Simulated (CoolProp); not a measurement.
Vapour pressure (bar) of R245ca: the reference equation beside estimates from Tc = 174.4 °C, pc = 39.41 bar, ω = 0.355. Clausius-Clapeyron is anchored at 41.75 °C with a constant enthalpy of vaporisation of 26.08 kJ/mol.

Values from CoolProp's reference Helmholtz-energy equation of state, Zhou 2016.

```json
[
 {"T (°C)": "17.55", "reference": "0.7450", "Clausius-Clapeyron": "0.8027", "Soave-Redlich-Kwong": "0.7428"},
 {"T (°C)": "29.65", "reference": "1.197", "Clausius-Clapeyron": "1.235", "Soave-Redlich-Kwong": "1.194"},
 {"T (°C)": "41.75", "reference": "1.840", "Clausius-Clapeyron": "1.840", "Soave-Redlich-Kwong": "1.839"},
 {"T (°C)": "53.85", "reference": "2.723", "Clausius-Clapeyron": "2.660", "Soave-Redlich-Kwong": "2.729"},
 {"T (°C)": "65.95", "reference": "3.900", "Clausius-Clapeyron": "3.745", "Soave-Redlich-Kwong": "3.921"},
 {"T (°C)": "78.05", "reference": "5.429", "Clausius-Clapeyron": "5.151", "Soave-Redlich-Kwong": "5.477"},
 {"T (°C)": "90.15", "reference": "7.373", "Clausius-Clapeyron": "6.936", "Soave-Redlich-Kwong": "7.462"},
 {"T (°C)": "102.25", "reference": "9.799", "Clausius-Clapeyron": "9.162", "Soave-Redlich-Kwong": "9.947"},
 {"T (°C)": "114.35", "reference": "12.78", "Clausius-Clapeyron": "11.89", "Soave-Redlich-Kwong": "13.00"},
 {"T (°C)": "126.45", "reference": "16.40", "Clausius-Clapeyron": "15.20", "Soave-Redlich-Kwong": "16.71"}
]
```

Absolute difference from the reference over all 10 rows, mean and median: Clausius-Clapeyron 4.9 and 5.5 %, Soave-Redlich-Kwong 0.9 and 0.7 %.
